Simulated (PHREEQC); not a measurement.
Solution (25 °C): 5.1 mol KOH and 0.23 mol H3BO3 per kg of water. Closed to the air; pH follows from the charge balance.

Model: Pitzer model, pitzer.dat, run in PHREEQC.

The ionic strength comes out as 5.10 mol/kgw. What activity coefficients do OH-, B(OH)4-, K+ get?

OH- 3.3, B(OH)4- 0.96, K+ 0.87. Single-ion values are on the MacInnes scale.

Precipitation was switched off in this run. In brines, pH and single-ion activities rest on the MacInnes convention.
